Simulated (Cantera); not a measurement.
A closed system holds: 1 mol CF₄, 0.16 mol CH₄, 0.83 mol H₂, at 2.78 Torr.

Method: chemical equilibrium by Gibbs-energy minimisation in Cantera with the NASA 1993 tables (ideal gas, pure condensed phases). Candidate condensed phases: C, C₆H₆, C₇H₈, C₈H₁₈; 95 gas species. Gases not in the tables: C₂F₆ and larger saturated fluorocarbons. Equilibrium is a limit: real reactors are often held back by kinetics, nucleation or transport.

x: gas mole fraction; n: condensed amount in mol.

| T (K) | x HF | x CF₄ | x F | x CF₂ | n C(graphite) |
|---|---|---|---|---|---|
| 925 | 0.844 | 0.156 | 1.19e-11 | 2.22e-10 | 0.735 |
| 1025 | 0.844 | 0.156 | 6.52e-10 | 8.04e-9 | 0.735 |
| 1125 | 0.844 | 0.156 | 1.76e-8 | 1.53e-7 | 0.735 |
| 1225 | 0.844 | 0.156 | 2.78e-7 | 1.78e-6 | 0.735 |
| 1325 | 0.844 | 0.156 | 2.89e-6 | 1.43e-5 | 0.735 |
| 1425 | 0.844 | 0.156 | 2.17e-5 | 8.52e-5 | 0.735 |
| 1525 | 0.844 | 0.156 | … | … | 0.735 |
| 1625 | 0.843 | 0.155 | 0.000581 | 0.00154 | 0.733 |
| 1725 | 0.840 | 0.152 | 0.00225 | 0.00504 | 0.729 |
| 1825 | 0.833 | 0.144 | 0.00746 | 0.0142 | 0.720 |
| 1925 | 0.816 | … | … | … | 0.701 |
| 2025 | 0.781 | 0.0946 | 0.0528 | 0.0692 | 0.670 |
| 2125 | 0.728 | 0.0504 | 0.110 | 0.109 | 0.645 |

Question: Fill in the missing entries.

Answer: 
- 1525, x F: 0.000125
- 1525, x CF₂: 0.000400
- 1925, x CF₄: 0.127
- 1925, x F: 0.0214
- 1925, x CF₂: 0.0343
